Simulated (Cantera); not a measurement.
A closed system holds: 1 mol H2O, 7.9 mol H2, 0.067 mol O2, held at 2523 K and 1.00 bar.

These are equilibrium values from Cantera (NASA tables, ideal gas, pure condensed phases), not measurements of a reactor. Candidate condensed phases: H2O; 9 gas species. Equilibrium is a limit: real reactors are often held back by kinetics, nucleation or transport.

Base state: H2 0.849, H2O 0.125, H 0.0256, OH 0.000802, O 1.58e-5 (mole fractions); condensed: gas only.

**Question.** What changes in the equilibrium state with this change: H2O replaced by HBr?

**Answer.** 
```csv
species,before,after
H2,0.849,0.850
HBr,0,0.0841
H,0.0256,0.0256
H2O,0.125,0.0146
Br,0,0.0254
Br2,0,1.02e-5
O,1.58e-5,1.85e-6
OH,0.000802,9.35e-5
```
Further candidate phases: Br2.

**Question.** What changes in the equilibrium state with this change: O2 from 0.067 to 4.7 mol?

**Answer.** 
| species | before | after |
|---|---|---|
| H2O | 0.125 | 0.859 |
| O2 | 9.56e-7 | 0.0761 |
| OH | 0.000802 | 0.0353 |
| H2 | 0.849 | 0.0207 |
| H | 0.0256 | 0.00400 |
| HO2 | 1.68e-9 | 2.08e-5 |
| O | 1.58e-5 | 0.00447 |
